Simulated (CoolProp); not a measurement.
Vapour-liquid equilibrium of R22 (1) + dimethyl ether (2) at 325.7 K; x and y are mole fractions of (1).

Computed with CoolProp (multi-fluid Helmholtz-energy mixture model, Kamei 1995 and Wu 2011; pair parameters Bell 2016).

```
x     bubble pressure (kPa)  y at the bubble point  dew pressure at overall composition x (kPa)  liquid density (mol/L)
----  ---------------------  ---------------------  -------------------------------------------  ----------------------
0.05                   1206                  0.044                                         1205                   13.35
0.2                    1187                  0.197                                         1187                   13.43
0.35                   1202                  0.379                                         1197                   13.46
0.5                    1273                  0.577                                         1237                   13.42
0.65                   1421                  0.759                                         1319                   13.30
0.8                    1655                  0.896                                         1474                   13.05
0.95                   1954                  0.981                                         1818                   12.59
```

y crosses x between x = 0.2 and 0.35: the model has an azeotrope there.

Pair parameters are fitted to limited data, so mixtures are less certain than the pure fluids.
